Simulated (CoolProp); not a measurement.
Fluorine along the isotherm -60.25 °C: density (kg/m³) from the reference equation and from simpler models built on Tc = -128.7 °C, pc = 5.240 MPa, ω = 0.045; each cubic takes its own stable root.

Values from CoolProp's reference Helmholtz-energy equation of state, de Reuck 1990.

```csv
p (MPa),phase,reference
1.46,gas,32.18
2.91,gas,65.92
4.37,gas,101.7
5.82,supercritical,139.1
7.28,supercritical,178.5
8.73,supercritical,219.3
10.2,supercritical,262.1
11.6,supercritical,304.1
13.1,supercritical,349.7
```

Q: How far does each simpler model (ideal gas, van der Waals, Redlich-Kwong, Soave-Redlich-Kwong) lie from the reference over these 9 states: mean and median of the absolute difference, and the worst?

A: 
- ideal gas: mean 11.9 %, median 12.4 %, worst -19.6 % at -60.25 °C and 13.1 MPa
- van der Waals: mean 4.1 %, median 3.9 %, worst +7.7 % at -60.25 °C and 13.1 MPa
- Redlich-Kwong: mean 0.8 %, median 0.9 %, worst +1.2 % at -60.25 °C and 10.2 MPa
- Soave-Redlich-Kwong: mean 0.9 %, median 0.7 %, worst -2.3 % at -60.25 °C and 13.1 MPa
